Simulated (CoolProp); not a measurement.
A single-stage vapour-compression cycle with R125: evaporating at 195.15 K (dew point), condensing at 260.15 K (bubble point), superheat 5 K, subcooling 2 K, compressor efficiency 0.6, no pressure losses. Each further row changes one setting.

Values from CoolProp's reference Helmholtz-energy equation of state, Lemmon 2005.

```json
[
 {"case": "as stated", "cooling COP": "1.32", "pressure ratio": "24.4", "discharge temperature (K)": "322.1", "refrigerating effect (kJ/kg)": "112", "volumetric capacity (kJ/m³)": "145"},
 {"case": "evaporating temperature 200.15 K", "cooling COP": "___", "pressure ratio": "17.5", "discharge temperature (K)": "___", "refrigerating effect (kJ/kg)": "115", "volumetric capacity (kJ/m³)": "203"},
 {"case": "condensing temperature 255.15 K", "cooling COP": "___", "pressure ratio": "20.4", "discharge temperature (K)": "315.0", "refrigerating effect (kJ/kg)": "118", "volumetric capacity (kJ/m³)": "153"},
 {"case": "subcooling 7 K", "cooling COP": "___", "pressure ratio": "24.4", "discharge temperature (K)": "322.1", "refrigerating effect (kJ/kg)": "118", "volumetric capacity (kJ/m³)": "153"},
 {"case": "superheat 15 K", "cooling COP": "1.32", "pressure ratio": "24.4", "discharge temperature (K)": "334.4", "refrigerating effect (kJ/kg)": "118", "volumetric capacity (kJ/m³)": "146"},
 {"case": "compressor efficiency 0.5", "cooling COP": "___", "pressure ratio": "24.4", "discharge temperature (K)": "341.7", "refrigerating effect (kJ/kg)": "112", "volumetric capacity (kJ/m³)": "145"}
]
```

Task: Complete the blanks.

Result: 
- evaporating temperature 200.15 K, cooling COP: 1.51
- evaporating temperature 200.15 K, discharge temperature (K): 315.3
- condensing temperature 255.15 K, cooling COP: 1.48
- subcooling 7 K, cooling COP: 1.39
- compressor efficiency 0.5, cooling COP: 1.10
